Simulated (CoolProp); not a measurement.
A single-stage vapour-compression cycle with the fluid: evaporating at 260.15 K (dew point), condensing at 321.15 K (bubble point), superheat 5 K, subcooling 0 K, compressor efficiency 0.7, no pressure losses. The same conditions are run with several fluids, on thermodynamics alone (safety and materials aside).

The numbers come from the reference Helmholtz-energy equation of state of each fluid (R404A: Lemmon 2003; propane: Lemmon 2009; R22: Kamei 1995; R1233zd(E): Akasaka 2022; R227EA: Lemmon 2016; C3F8 (R218): Lemmon 2006) in CoolProp. Blends and air are pseudo-pure fits.

Problem. Rank R404A, propane, R22, R1233zd(E), R227EA, C3F8 (R218) by cooling COP, highest first.

Solution. R1233zd(E) (2.33), R22 (2.17), propane (2.08), R227EA (1.80), R404A (1.77), C3F8 (R218) (1.22)

| fluid | pressure ratio | discharge temperature (K) | refrigerating effect (kJ/kg) | volumetric capacity (kJ/m³) |
|---|---|---|---|---|
| R404A | 5.69 | 344.8 | 89.7 | 1720 |
| propane | 5.25 | 348.3 | 238 | 1610 |
| R22 | 5.82 | 377.5 | 143 | 1930 |
| R1233zd(E) | 10.4 | 346.7 | 141 | 224 |
| R227EA | 7.45 | 322.1 | 63.1 | 598 |
| C3F8 (R218) | 5.82 | 321.2 | 29.6 | 740 |

The compression ends wet for: C3F8 (R218).
